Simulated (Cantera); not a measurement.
CsOH + H2O (calcination and drying)

Input: 1 mol CsOH, 0.19 mol H2O, held at 1.30 mbar.

Equilibrium computed with Cantera from the NASA thermochemical tables; the gas is ideal and each condensed phase is pure. Candidate condensed phases: Cs, CsOH, H2O; 15 gas species. Kinetics and transport are ignored.

```csv
T (°C),x CsOH,x Cs,x H2O,x O2,x Cs2(OH)2
675,0.822,1.94e-5,0.162,4.86e-6,0.0159
750,0.836,9.51e-5,0.160,2.38e-5,0.00327
825,0.839,0.000370,0.160,9.25e-5,0.000817
900,0.838,0.00120,0.160,0.000300,0.000242
975,0.835,0.00336,0.161,0.000841,8.25e-5
1050,0.827,0.00831,0.163,0.00208,3.15e-5
1125,0.810,0.0184,0.167,0.00458,1.30e-5
1200,0.781,0.0365,0.173,0.00910,5.67e-6
1275,0.733,0.0656,0.184,0.0163,2.53e-6
1350,0.665,0.107,0.200,0.0266,1.13e-6
1425,0.579,0.159,0.219,0.0395,4.87e-7
1500,0.482,0.219,0.240,0.0541,2.02e-7
1575,0.383,0.278,0.260,0.0686,7.96e-8
```
x: gas mole fraction; nothing condenses.

From 675 °C to 1575 °C nothing is condensed. The main Cs-bearing gas is CsOH throughout.
